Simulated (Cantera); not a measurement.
An isothermal, constant-pressure homogeneous reactor starts with H₂ : O₂ : N₂ = 0.031 : 1 : 0.27 (molar parts), equivalence ratio 0.015, at 950 K and 110 Pa.

Cantera simulation using the H2/O2 subset of GRI-Mech 3.0, which has no nitrogen chemistry; the numbers are that mechanism's predictions, not measurements. Radical loss at walls, strong at low pressure, is not modelled.

x: mole fraction; the columns are a selection and need not sum to one.

```
t (s)         x H₂   x O₂     x H₂O      x OH     x HO₂
--------  --------  -----  --------  --------  --------
1.00e-6     0.0238  0.769    <1e-12    <1e-12    <1e-12
3.46e-6     0.0238  0.769    <1e-12    <1e-12    <1e-12
1.19e-5     0.0238  0.769    <1e-12    <1e-12    <1e-12
4.12e-5     0.0238  0.769    <1e-12    <1e-12    <1e-12
0.000143    0.0238  0.769    <1e-12    <1e-12    <1e-12
0.000492    0.0238  0.769    <1e-12    <1e-12  1.71e-12
0.00170     0.0238  0.769    <1e-12  1.24e-12  5.91e-12
0.00588     0.0238  0.769  7.52e-12  8.96e-12  2.04e-11
0.0203      0.0238  0.769  2.10e-10  8.73e-11  7.10e-11
0.0702      0.0238  0.769   7.99e-8       ___  3.99e-10
0.242      0.00232  0.754    0.0175       ___   4.77e-7
0.838     0.000234  0.753    0.0215       ___   3.81e-7
2.89      0.000137  0.759    0.0228       ___   3.37e-7
10.0       3.51e-5  0.764    0.0238       ___   2.17e-7
```

Problem. Fill in the missing entries.

Solution. 
- 0.0702, x OH: 2.43e-8
- 0.242, x OH: 0.00128
- 0.838, x OH: 0.000582
- 2.89, x OH: 0.000445
- 10.0, x OH: 0.000224
